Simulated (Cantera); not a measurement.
Predominance diagram of Ca at 1750 K against the partial pressures of O2 and Br2 (log10, bar). Source: NASA polynomial tables (part measured, part estimated), evaluated in Cantera. Candidates: Ca(l), CaBr2(l), CaO(s). Only these pure phases compete in this equilibrium. Not in the tables: oxide halides.

Which phase is stable at these pairs, and which metal-bearing vapour leads over it? (-9.5, 0); (-8.6, -1.8); (-0.5, -1.8); (-5.2, -1.8); (-6.7, 0); (-8.1, -10.5); (-5.7, -8.8)


```tsv
log p(O2)	log p(Br2)	phase	chief vapour	log p (bar)
-9.5	0	CaBr2(l)	CaBr2	-1.0
-8.6	-1.8	CaBr2(l)	CaBr2	-1.0
-0.5	-1.8	CaO(s)	CaBr2	-1.6
-5.2	-1.8	CaBr2(l)	CaBr2	-1.0
-6.7	0	CaBr2(l)	CaBr2	-1.0
-8.1	-10.5	CaO(s)	CaBr2	-6.5
-5.7	-8.8	CaO(s)	CaBr2	-6.0
```
